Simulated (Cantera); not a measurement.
Input (Python, Cantera):

```python
import numpy as np
import cantera as ct

gas = ct.Solution("gri30.yaml")
gas.TPX = 1350, 13332, {'N2O': 1, 'O2': 0.06, 'H2O': 0.0079}
reactor = ct.IdealGasConstPressureReactor(gas, energy="off", clone=False)
net = ct.ReactorNet([reactor])
net.rtol, net.atol = 1e-08, 1e-18
show = ['N2O', 'O2', 'NO', 'NO2', 'N2', 'O']
times = np.geomspace(5e-05, 2, 13)

steps = ct.SolutionArray(gas, extra=["t"])
rows = []
print(f"{'t/s':>10s}{'T/K':>9s}{'P/Pa':>11s}" + "".join(f"{s:>11s}" for s in show))
for t in times:
    while net.time < t:
        t_next = net.step()
        steps.append(gas.state, t=t_next)
    rows.append([np.interp(t, steps.t, y) for y in (steps.T, steps.P, *steps(*show).X.T)])
    print(f"{t:10.3e}{rows[-1][0]:9.1f}{rows[-1][1]:11.4g}" + "".join(f"{x:11.3e}" for x in rows[-1][2:]))
rate = np.gradient(steps.T, steps.t)
print("integrator steps:", len(steps.t))
if steps.T.max() > steps.T[0] + 200:
    print(f"time of steepest temperature rise: {steps.t[rate.argmax()]:.4e} s")
gas.TPX = 1350, 13332, {'N2O': 1, 'O2': 0.06, 'H2O': 0.0079}
gas.equilibrate("TP")
print(f"equilibrium (TP): T = {gas.T:.1f} K  " + "  ".join(f"{s} {gas[s].X[0]:.3e}" for s in show))
```

Output:

```
       t/s      T/K       P/Pa        N2O         O2         NO        NO2         N2          O
 5.000e-05   1350.0  1.333e+04  9.364e-01  5.619e-02  4.357e-06  5.697e-12  3.515e-05  1.190e-05
 1.209e-04   1350.0  1.333e+04  9.363e-01  5.622e-02  1.545e-05  1.143e-10  9.684e-05  1.434e-05
 2.924e-04   1350.0  1.333e+04  9.360e-01  5.628e-02  4.419e-05  3.253e-09  2.508e-04  1.457e-05
 7.071e-04   1350.0  1.333e+04  9.354e-01  5.644e-02  1.137e-04  1.007e-07  6.243e-04  1.454e-05
 1.710e-03   1350.0  1.333e+04  9.340e-01  5.682e-02  2.792e-04  2.124e-06  1.530e-03  1.449e-05
 4.135e-03   1350.0  1.333e+04  9.304e-01  5.774e-02  6.637e-04  1.975e-05  3.727e-03  1.442e-05
 1.000e-02   1350.0  1.333e+04  9.220e-01  5.995e-02  1.558e-03  8.340e-05  9.023e-03  1.428e-05
 2.418e-02   1350.0  1.333e+04  9.020e-01  6.522e-02  3.667e-03  2.096e-04  2.156e-02  1.402e-05
 5.848e-02   1350.0  1.333e+04  8.562e-01  7.740e-02  8.582e-03  3.332e-04  5.031e-02  1.372e-05
 1.414e-01   1350.0  1.333e+04  7.576e-01  1.037e-01  1.923e-02  3.694e-04  1.121e-01  1.350e-05
 3.420e-01   1350.0  1.333e+04  5.733e-01  1.531e-01  3.903e-02  3.237e-04  2.277e-01  1.324e-05
 8.270e-01   1350.0  1.333e+04  3.129e-01  2.231e-01  6.653e-02  2.334e-04  3.913e-01  1.261e-05
 2.000e+00   1350.0  1.333e+04  9.009e-02  2.838e-01  8.856e-02  1.620e-04  5.321e-01  1.028e-05
integrator steps: 1188
equilibrium (TP): T = 1350.0 K  N2O 1.358e-08  O2 3.568e-01  NO 6.383e-04  NO2 2.699e-06  N2 6.375e-01  O 6.948e-07
```

Cantera simulation using GRI-Mech 3.0 (53 species, 325 reactions); the numbers are that mechanism's predictions, not measurements. GRI-Mech 3.0 was tuned for natural gas; its chemistry of N2O as a main component is partial and can be far from experiment. The mechanism lacks the step 2 NO + O2 → 2 NO2, which can matter for NO2 below about 1400 K. The temperature is held fixed by assumption; the heat of reaction is taken as removed at once.
